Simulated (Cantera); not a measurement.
A closed system holds: 1 mol AlBr3, 1.3 mol N2, 830 mol H2, equilibrated at 0.00980 bar.

These are equilibrium values from Cantera (NASA tables, ideal gas, pure condensed phases), not measurements of a reactor. Candidate condensed phases: Al, AlBr3, AlN, Br2; 19 gas species. Equilibrium is a limit: real reactors are often held back by kinetics, nucleation or transport.

Task: Which condensed phases are stable at each of these points (T (K)): 1123, 1223, 1323, 1423, 1523, 1623, 1723, 1823, 1923, 2023, 2123?

Result: 
```
T (K)  condensed phases  Al condensed (%)
-----  ----------------  ----------------
1123             AlN(s)              99.2
1223             AlN(s)              98.7
1323             AlN(s)              93.8
1423             AlN(s)              57.7
1523           gas only               0.0
1623           gas only               0.0
1723           gas only               0.0
1823           gas only               0.0
1923           gas only               0.0
2023           gas only               0.0
2123           gas only               0.0
```

From 1123 K to 1423 K the condensed part is AlN(s). From 1523 K to 2123 K nothing is condensed.
